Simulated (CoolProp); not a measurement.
C3F8 (R218) at several states: Z from the reference equation and from simpler models built on Tc = 345.0 K, pc = 26.40 bar, ω = 0.317; each cubic takes its own stable root.

The numbers come from the reference Helmholtz-energy equation of state, Lemmon 2006 in CoolProp. It is a short technical equation, of lower accuracy than the large ones.

```csv
T (K),p (bar),phase,reference,van der Waals,Redlich-Kwong,Peng-Robinson
138.5,5.38,liquid,0.04475,0.07347,?,0.04326
393,53.6,supercritical,0.5111,0.4875,0.4872,0.5273
270.2,0.403,gas,0.9880,0.9919,0.9896,0.9877
177,1.67,liquid,0.01167,0.01894,0.01276,0.01102
184.6,1.16,liquid,?,0.01278,?,0.007425
324.5,32.7,liquid,0.1904,0.2870,?,0.1899
```

**Question.** What belongs in the gaps?

**Answer.** 
- 138.5, Redlich-Kwong: 0.04935
- 184.6, reference: 0.007890
- 184.6, Redlich-Kwong: 0.008626
- 324.5, Redlich-Kwong: 0.2218
